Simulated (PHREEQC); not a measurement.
Solution (50 °C): 0.0044 mol/kgw H2SO4, 0.00056 mol/kgw Li2SO4 and 0.00025 mol/kgw MgSO4. Closed to the air; pH follows from the charge balance.

All values are PHREEQC results (ion-association model, phreeqc.dat), not measurements.

```json
{
 "pH": "2.22",
 "ionic_strength": "0.0111 mol/kgw",
 "specific_conductance": "4380 µS/cm",
 "total_alkalinity": "-8.80 meq/kg"
}
```

| species | molality | activity | log γ |
|---|---|---|---|
| H+ | 0.00660 | 0.00598 | -0.043 |
| SO4-2 | 0.00291 | 0.00187 | -0.192 |
| HSO4- | 0.00220 | 0.00197 | -0.049 |
| Li+ | 0.00111 | 0.000998 | -0.047 |
| Mg+2 | 0.000165 | 0.000107 | -0.187 |
| MgSO4 | 8.50e-5 | 8.52e-5 | 0.001 |
| LiSO4- | 9.10e-6 | 8.15e-6 | -0.048 |

No solid was allowed to form. Complexes and solids missing from the database can't appear. Constants without temperature data keep their 25 °C values here.
